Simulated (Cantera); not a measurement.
Charge: 1 mol C3H8, 52 mol H2, 1 mol N2, 1.5 mol O2, equilibrated at 62.0 mbar.

Equilibrium computed with Cantera from the NASA thermochemical tables; the gas is ideal and each condensed phase is pure. Candidate condensed phases: C, C6H6, C7H8, C8H18, H2O; 136 gas species. Kinetics and transport are ignored. All values below are at 1800 K.

Base state: H2 0.932, CO 0.0499, N2 0.0166, H 0.00139, H2O 2.62e-5, HCN 2.40e-5 (mole fractions); condensed: gas only.

Q: What changes in the equilibrium state with this change: pressure from 62.0 mbar to 7.60 mbar?

A: 
```csv
species,before,after
H2,0.932,0.930
CO,0.0499,0.0499
N2,0.0166,0.0166
H,0.00139,0.00396
H2O,2.62e-5,8.91e-6
HCN,2.40e-5,8.61e-6
```
